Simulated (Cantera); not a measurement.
Charge: 1 mol acetone, 0.01 mol NH3, 13 mol H2, held at 2673 K.

Equilibrium computed with Cantera from the NASA thermochemical tables; the gas is ideal and each condensed phase is pure. Candidate condensed phases: C, C6H6, C7H8, C8H18, H2O; 136 gas species. The feed counts by its element totals alone. The ideal-gas law is rough above about 30 bar. Rates play no part.

Q: At 100 bar, list the 4 most abundant gas species with their mole fractions, and the condensed phases.

A: H2 0.904, CO 0.0592, C2H2 (acetylene) 0.0193, CH4 0.00947. Condensed: C(graphite).
